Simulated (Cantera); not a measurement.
Feed: 1 mol SiO2, 0.75 mol Al2O3, 4.6 mol H2, at 1750 K and 970 Pa.

These are equilibrium values from Cantera (NASA tables, ideal gas, pure condensed phases), not measurements of a reactor. Candidate condensed phases: Al, Al2O3, Al2SiO5, Al6Si2O13, H2O, Si, SiO2; 28 gas species. Mutual solubility and eutectic melting of coexisting phases are not modelled. The tables hold silica as quartz up to 1696 K and as liquid above; real silica turns to tridymite and cristobalite and melts near 1996 K. Condensed phases not in the tables: alloys, solid solutions and most ternary compounds. Kinetics and transport are ignored.

Base state: H2 0.980, SiO 0.00901, H2O 0.00901, H 0.00234 (mole fractions); condensed: Al6Si2O13(mullite) + SiO2(condensed).

What changes in the equilibrium state with this change: Al2O3 from 0.75 to 2.2 mol?


```tsv
species	before	after
H2	0.980	0.987
SiO	0.00901	0.00550
H2O	0.00901	0.00550
H	0.00234	0.00235
Al6Si2O13(mullite), mol	0.250	0.487
SiO2(condensed), mol	0.458	0
Al2O3(s), mol	0	0.738
```

What changes in the equilibrium state with this change: Al2O3 from 0.75 to 1.8 mol?


```tsv
species	before	after
H2	0.980	0.987
SiO	0.00901	0.00550
H2O	0.00901	0.00550
H	0.00234	0.00235
Al6Si2O13(mullite), mol	0.250	0.487
SiO2(condensed), mol	0.458	0
Al2O3(s), mol	0	0.338
```

What changes in the equilibrium state with this change: temperature from 1750 K to 1298.15 K?


| species | before | after |
|---|---|---|
| H2 | 0.980 | 1.000 |
| H2O | 0.00901 | 1.42e-5 |
| SiO | 0.00901 | 1.42e-5 |
| H | 0.00234 | 1.09e-5 |
| Al6Si2O13(mullite), mol | 0.250 | 0.250 |
| SiO2(condensed), mol | 0.458 | 0 |
| SiO2(β-quartz), mol | 0 | 0.500 |
